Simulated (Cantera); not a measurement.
An isothermal, constant-pressure homogeneous reactor starts with H2 : O2 = 0.0054 : 1 (molar parts), at 1075 K and 0.00520 bar. Integrator tolerance rtol = 1e-08.

Computed with Cantera and the H2/O2 subset of GRI-Mech 3.0, which has no nitrogen chemistry. Radical loss at walls, strong at low pressure, is not modelled.

**Question.** What does this change do: temperature 1075 to 1425 K?

**Answer.** 
```tsv
quantity	before	after
x(H2) at 4.00 s	1.64e-6 (gas-phase equilibrium 5.28e-11)	6.59e-6 (gas-phase equilibrium 4.94e-8)
x(O2) at 4.00 s	0.994 (gas-phase equilibrium 0.995)	0.992 (gas-phase equilibrium 0.995)
x(OH) at 4.00 s	9.80e-5 (gas-phase equilibrium 5.75e-7)	0.000578 (gas-phase equilibrium 5.02e-5)
x(O) at 4.00 s	0.000539 (gas-phase equilibrium 1.83e-8)	0.00271 (gas-phase equilibrium 1.93e-5)
x(H) at 4.00 s	7.47e-6 (gas-phase equilibrium 1.49e-12)	3.43e-5 (gas-phase equilibrium 2.12e-8)
x(H2O) at 4.00 s	0.00533 (gas-phase equilibrium 0.00539)	0.00506 (gas-phase equilibrium 0.00536)
x(HO2) at 4.00 s	1.26e-7 (gas-phase equilibrium 5.69e-10)	5.86e-8 (gas-phase equilibrium 2.21e-8)
```
